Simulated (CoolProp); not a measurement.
Vapour-liquid equilibrium of CH2F2 (R32) (1) + R152A (2) at 1.85 MPa; x and y are mole fractions of (1).

The numbers come from the multi-fluid Helmholtz-energy mixture model, Tillner-Roth 1997 and Outcalt 1996; pair parameters Bell 2016 in CoolProp.

**Question.** Give the bubble temperature and the first vapour's composition at x = 0.2, 0.575, 0.8. Is there an azeotrope?

**Answer.** x = 0.2: 331.4 K, y = 0.323; x = 0.575: 315.2 K, y = 0.728; x = 0.8: 307.5 K, y = 0.889. No azeotrope shows between x = 0.05 and 0.95.

Pair parameters are fitted to limited data, so mixtures are less certain than the pure fluids.
